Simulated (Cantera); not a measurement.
What does this Cantera script print?

```python
import numpy as np
import cantera as ct

gas = ct.Solution("gri30.yaml")
gas.TPX = 1700, 10000, {'NO': 1, 'N2': 16}
reactor = ct.IdealGasConstPressureReactor(gas, energy="off", clone=False)
net = ct.ReactorNet([reactor])
net.rtol, net.atol = 1e-08, 1e-18
show = ['NO', 'O', 'N2', 'O2', 'N2O', 'NO2']
times = np.geomspace(7e-06, 200, 13)

steps = ct.SolutionArray(gas, extra=["t"])
rows = []
print(f"{'t/s':>10s}{'T/K':>9s}{'P/Pa':>11s}" + "".join(f"{s:>11s}" for s in show))
for t in times:
    while net.time < t:
        t_next = net.step()
        steps.append(gas.state, t=t_next)
    rows.append([np.interp(t, steps.t, y) for y in (steps.T, steps.P, *steps(*show).X.T)])
    print(f"{t:10.3e}{rows[-1][0]:9.1f}{rows[-1][1]:11.4g}" + "".join(f"{x:11.3e}" for x in rows[-1][2:]))
rate = np.gradient(steps.T, steps.t)
print("integrator steps:", len(steps.t))
if steps.T.max() > steps.T[0] + 200:
    print(f"time of steepest temperature rise: {steps.t[rate.argmax()]:.4e} s")
gas.TPX = 1700, 10000, {'NO': 1, 'N2': 16}
gas.equilibrate("TP")
print(f"equilibrium (TP): T = {gas.T:.1f} K  " + "  ".join(f"{s} {gas[s].X[0]:.3e}" for s in show))
```

It prints:

```
       t/s      T/K       P/Pa         NO          O         N2         O2        N2O        NO2
 7.000e-06   1700.0      1e+04  5.882e-02  2.170e-10  9.412e-01  1.250e-15  2.170e-10  6.696e-14
 2.927e-05   1700.0      1e+04  5.882e-02  9.066e-10  9.412e-01  2.168e-14  9.071e-10  1.160e-12
 1.224e-04   1700.0      1e+04  5.882e-02  3.779e-09  9.412e-01  3.801e-13  3.789e-09  2.028e-11
 5.118e-04   1700.0      1e+04  5.882e-02  1.562e-08  9.412e-01  6.555e-12  1.577e-08  3.451e-10
 2.140e-03   1700.0      1e+04  5.882e-02  6.244e-08  9.412e-01  1.117e-10  6.470e-08  5.545e-09
 8.948e-03   1700.0      1e+04  5.882e-02  2.327e-07  9.412e-01  1.895e-09  2.502e-07  7.159e-08
 3.742e-02   1700.0      1e+04  5.882e-02  9.195e-07  9.412e-01  4.640e-08  7.718e-07  5.915e-07
 1.565e-01   1700.0      1e+04  5.881e-02  3.084e-06  9.412e-01  1.888e-06  1.282e-06  2.445e-06
 6.542e-01   1700.0      1e+04  5.877e-02  3.641e-06  9.412e-01  1.959e-05  1.310e-06  2.930e-06
 2.736e+00   1700.0      1e+04  5.862e-02  3.852e-06  9.413e-01  9.605e-05  1.303e-06  3.111e-06
 1.144e+01   1700.0      1e+04  5.797e-02  4.634e-06  9.416e-01  4.188e-04  1.272e-06  3.769e-06
 4.783e+01   1700.0      1e+04  5.522e-02  7.023e-06  9.430e-01  1.791e-03  1.150e-06  5.606e-06
 2.000e+02   1700.0      1e+04  4.439e-02  1.255e-05  9.484e-01  7.204e-03  7.405e-07  8.273e-06
integrator steps: 631
equilibrium (TP): T = 1700.0 K  NO 1.197e-03  O 2.414e-05  N2 9.700e-01  O2 2.880e-02  N2O 2.454e-08  NO2 4.382e-07
```

Computed with Cantera and GRI-Mech 3.0 (53 species, 325 reactions).
